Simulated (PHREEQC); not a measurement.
## Copper plating or etch bath: speciation

Consider water at 25 °C with 0.012 mol/kgw Cu(BF4)2, 0.26 mol/kgw HCl and 0.0045 mol/kgw H3BO3. Closed to the air; pH follows from the charge balance.

Model: ion-association model, phreeqc.dat, run in PHREEQC.

This is a speciation only: nothing precipitates in the calculation.

### Question
Predict the pH.

### Answer
pH 0.69.

### Question
In which forms is B present?

### Answer
BF4- 74 %, H3BO3 23 %, BF3OH- 2.6 % of the B.

Real BF4- forms and hydrolyses slowly; the run takes it at equilibrium.
